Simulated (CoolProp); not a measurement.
Model: reference Helmholtz-energy equation of state, Schroeder 2014, in CoolProp.

Problem. Give the vapour pressure (MPa), liquid density (kg/m³), enthalpy of vaporisation (kJ/kg), vapour Z of saturated ethanol at 431.9, 439.3 K.

Solution. 
```tsv
T (K)	p (MPa)	liquid density (kg/m³)	enthalpy of vaporisation (kJ/kg)	vapour Z
431.9	1.22	636	662	0.838
439.3	1.45	623	637	0.819
```
